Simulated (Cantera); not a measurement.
Ignition delay

Mixture: H₂ : O₂ : N₂ : NO = 1 : 0.263 : 1.08 : 0.0033 (molar parts), at 1700000 Pa, adiabatic and at constant volume. Ignition delay is the time to a rise of 400 K.

Model: GRI-Mech 3.0 (53 species, 325 reactions), integrated in Cantera. The hydrogen kinetics of GRI-Mech 3.0 are dated; newer H2 mechanisms differ, most at raised pressure. The pressure lies above the range GRI-Mech 3.0 was tuned for (to about 10 atm). The mechanism lacks 2 NO + O2 → 2 NO2 and HONO, so NO2 and the effect of NO are under-described below about 1400 K.

```csv
T0 (K),delay (ms)
1048,0.201
1148,0.0513
1248,0.0120
1348,0.00315
1448,0.00137
1548,0.000829
1648,0.000578
```

| Property | Value |
|---|---|
| apparent activation energy between 1448 and 1648 K | 86 kJ/mol |
